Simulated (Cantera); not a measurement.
Thermodynamics of silicon oxide and oxynitride deposition, feed SiH4 + O2

Feed: 1 mol SiH4, a varied amount of O2, held at 1225 K and 2.00 mbar.

Cantera equilibrium calculation (NASA polynomials, part measured and part estimated; ideal gas, pure solids and liquids). Candidate condensed phases: H2O, Si, SiO2; 18 gas species. Mutual solubility and eutectic melting of coexisting phases are not modelled. The tables hold silica as quartz up to 1696 K and as liquid above; real silica turns to tridymite and cristobalite and melts near 1996 K. Rates play no part.

| n(O2) (mol) | x H2 | x H2O | x O2 | x SiO | x OH | x H | x O | n Si(s) | n SiO2(β-quartz) |
|---|---|---|---|---|---|---|---|---|---|
| 0.16 | 0.999 | 8.78e-8 | <1e-12 | 0.000543 | <1e-12 | 6.97e-6 | <1e-12 | 0.839 | 0.159 |
| 0.29 | 0.999 | 8.78e-8 | <1e-12 | 0.000543 | <1e-12 | 6.97e-6 | <1e-12 | 0.709 | 0.289 |
| 0.52 | 0.999 | 8.78e-8 | <1e-12 | 0.000543 | <1e-12 | 6.97e-6 | <1e-12 | 0.479 | 0.519 |
| 0.92 | 0.999 | 8.78e-8 | <1e-12 | 0.000543 | <1e-12 | 6.97e-6 | <1e-12 | 0.0795 | 0.919 |
| 1.6 | 0.400 | 0.600 | <1e-12 | 3.18e-11 | 6.02e-8 | 4.41e-6 | <1e-12 | 0 | 1.00 |
| 2.9 | 5.85e-7 | 0.690 | 0.310 | <1e-12 | 5.72e-5 | 5.33e-9 | 5.24e-7 | 0 | 1.00 |
| 5.1 | 2.38e-7 | 0.392 | 0.608 | <1e-12 | 5.10e-5 | 3.40e-9 | 7.34e-7 | 0 | 1.00 |
x: gas mole fraction; n: condensed amount in mol.

From 0.16 mol O2 to 0.92 mol O2 the condensed part is Si(s) + SiO2(β-quartz). From 1.6 mol O2 to 5.1 mol O2 the condensed part is SiO2(β-quartz).
